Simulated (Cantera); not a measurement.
A Cantera script and its output.

```python
import numpy as np
import cantera as ct

gas = ct.Solution("gri30.yaml")
gas.TPX = 500, 110000, {'CH4': 1, 'H2': 0.83, 'O2': 2.62, 'N2': 9.87, 'H2O': 0.6}
flame = ct.FreeFlame(gas, width=0.037)
flame.set_refine_criteria(ratio=3, slope=0.08, curve=0.16)
flame.transport_model = "mixture-averaged"
flame.solve(loglevel=0, auto=True)
z, T = flame.grid, flame.T
thick = (T[-1] - T[0]) / np.gradient(T, z).max()
show = ['CH4', 'H2', 'O2', 'HCO', 'OH', 'CH2']
print(f"laminar burning velocity  {flame.velocity[0] * 100:.3f} cm/s")
print(f"burnt temperature         {T[-1]:.1f} K")
print(f"thermal thickness         {thick * 1e3:.4f} mm")
print(f"grid points               {len(z)}")
z0 = z[flame.heat_release_rate.argmax()]
print(f"{'z/mm':>9s}{'T/K':>9s}{'u/(m/s)':>9s}" + "".join(f"{s:>11s}" for s in show))
rows = []
for k in (-3, -2, -1.5, -1, -0.5, -0.25, 0, 0.25, 0.5, 1, 2, 4, 8):
    zz = z0 + k * thick
    rows.append([k * thick, np.interp(zz, z, T), np.interp(zz, z, flame.velocity),
                 *(np.interp(zz, z, flame.X[gas.species_index(s)]) for s in show)])
    print(f"{rows[-1][0] * 1e3:9.3f}{rows[-1][1]:9.1f}{rows[-1][2]:9.3f}" + "".join(f"{x:11.3e}" for x in rows[-1][3:]))
```

Output:

```
laminar burning velocity  106.097 cm/s
burnt temperature         2237.1 K
thermal thickness         0.3236 mm
grid points               142
     z/mm      T/K  u/(m/s)        CH4         H2         O2        HCO         OH        CH2
   -0.971    500.1    1.061  6.706e-02  5.508e-02  1.757e-01  8.156e-19  1.292e-12  1.187e-19
   -0.647    501.0    1.061  6.712e-02  5.379e-02  1.759e-01  4.482e-16  1.153e-10  9.574e-17
   -0.485    505.1    1.068  6.709e-02  5.192e-02  1.761e-01  5.889e-14  3.257e-09  1.375e-14
   -0.324    540.1    1.139  6.590e-02  4.750e-02  1.750e-01  7.242e-11  3.382e-07  1.975e-11
   -0.162    847.4    1.787  5.222e-02  3.865e-02  1.548e-01  3.183e-07  5.125e-05  1.497e-07
   -0.081   1234.3    2.617  3.177e-02  3.326e-02  1.208e-01  9.036e-06  3.457e-04  4.273e-06
    0.000   1622.0    3.460  8.788e-03  2.635e-02  7.539e-02  4.528e-05  2.378e-03  3.237e-05
    0.081   1798.0    3.837  7.717e-04  1.826e-02  4.624e-02  1.743e-05  6.547e-03  1.141e-05
    0.162   1858.5    3.953  3.485e-05  1.435e-02  3.561e-02  1.265e-06  8.839e-03  7.477e-07
    0.324   1929.3    4.079  6.540e-08  1.273e-02  2.966e-02  4.274e-08  9.729e-03  1.939e-09
    0.647   2012.8    4.232  4.083e-12  1.098e-02  2.594e-02  1.881e-08  9.462e-03  1.722e-13
    1.295   2095.9    4.385  6.895e-17  8.253e-03  2.278e-02  7.638e-09  8.397e-03  5.809e-17
    2.589   2163.4    4.506  1.679e-17  5.590e-03  2.008e-02  2.571e-09  6.938e-03  1.475e-17
```

Computed with Cantera and GRI-Mech 3.0 (53 species, 325 reactions). Burning velocities carry a grid error of a few per cent, more on coarse grids.
